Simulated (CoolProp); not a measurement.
Vapour-liquid equilibrium of nitrogen (1) + oxygen (2) at -195.75 °C; x and y are mole fractions of (1).

The numbers come from the multi-fluid Helmholtz-energy mixture model, Span 2000 and Schmidt 1985; pair parameters Gernert 2013 in CoolProp.

Problem. Give the bubble pressure and the first vapour's composition at x = 0.15, 0.45, 0.95. Is there an azeotrope?

Solution. x = 0.15: 35.42 kPa, y = 0.491; x = 0.45: 59.60 kPa, y = 0.792; x = 0.95: 97.87 kPa, y = 0.987. No azeotrope shows between x = 0.05 and 0.95.

The pair parameters rest on a limited set of measurements; away from them the model extrapolates.
